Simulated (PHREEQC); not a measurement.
Ultrapure water in contact with air or piping: an equilibrium model

A made-up water analysis in mmol/kgw, 25 °C, pH 6.16, pe 2.1:

| constituent | mmol/kgw |
|---|---|
| Na | 0.00237 |
| K | 0.00019 |
| Ca | 0.000533 |
| Mg | 0.000444 |
| Cl | 0.000692 |
| S(6) | 0.0015 |
| Alkalinity (meq/kgw) | 0.000798 |
| Si | 2.26e-05 |
| Mn(2) | 1.03e-05 |
| Sr | 8.09e-06 |

Na is adjusted to close the charge balance.
Valence states are taken as typed.

The numbers come from PHREEQC with the ion-association model, phreeqc.dat.

Each row changes one thing in this solution. This is a speciation only: nothing precipitates in the calculation.

```json
[
 {"case": "as made", "ionic strength (mol/kgw)": "7.68e-6", "CO2 (mol/kgw)": "2.29e-6", "HCO3- (mol/kgw)": "1.48e-6", "MgSO4 (mol/kgw)": "1.52e-10", "CaSO4 (mol/kgw)": "1.39e-10", "CO3-2 (mol/kgw)": "1.01e-10", "SI of Quartz (SiO2)": "-3.67"},
 {"case": "Mg from 0.000444 to 0.00133 mmol/kgw", "ionic strength (mol/kgw)": "8.56e-6", "CO2 (mol/kgw)": "2.29e-6", "HCO3- (mol/kgw)": "1.48e-6", "MgSO4 (mol/kgw)": "4.55e-10", "CaSO4 (mol/kgw)": "1.38e-10", "CO3-2 (mol/kgw)": "1.01e-10", "SI of Quartz (SiO2)": "-3.67"},
 {"case": "pH from 6.16 to 6.66 at the same alkalinity", "ionic strength (mol/kgw)": "7.20e-6", "CO2 (mol/kgw)": "4.76e-7", "HCO3- (mol/kgw)": "9.71e-7", "MgSO4 (mol/kgw)": "1.52e-10", "CaSO4 (mol/kgw)": "1.39e-10", "CO3-2 (mol/kgw)": "2.10e-10", "SI of Quartz (SiO2)": "-3.67"},
 {"case": "temperature from 25 to 80 °C at the same typed pH", "ionic strength (mol/kgw)": "7.68e-6", "CO2 (mol/kgw)": "1.68e-6", "HCO3- (mol/kgw)": "1.12e-6", "MgSO4 (mol/kgw)": "5.00e-10", "CaSO4 (mol/kgw)": "1.95e-10", "CO3-2 (mol/kgw)": "1.22e-10", "SI of Quartz (SiO2)": "-4.35"},
 {"case": "Si from 2.26e-05 to 6.78e-05 mmol/kgw", "ionic strength (mol/kgw)": "7.68e-6", "CO2 (mol/kgw)": "2.29e-6", "HCO3- (mol/kgw)": "1.48e-6", "MgSO4 (mol/kgw)": "1.52e-10", "CaSO4 (mol/kgw)": "1.39e-10", "CO3-2 (mol/kgw)": "1.01e-10", "SI of Quartz (SiO2)": "-3.19"},
 {"case": "pH from 6.16 to 5.5 at the same alkalinity", "ionic strength (mol/kgw)": "1.02e-5", "CO2 (mol/kgw)": "2.81e-5", "HCO3- (mol/kgw)": "3.97e-6", "MgSO4 (mol/kgw)": "1.51e-10", "CaSO4 (mol/kgw)": "1.38e-10", "CO3-2 (mol/kgw)": "5.95e-11", "SI of Quartz (SiO2)": "-3.67"}
]
```

Species that the database lacks are ignored. Away from 25 °C the constants follow the database's enthalpies or fits; those with neither stay at their 25 °C values.
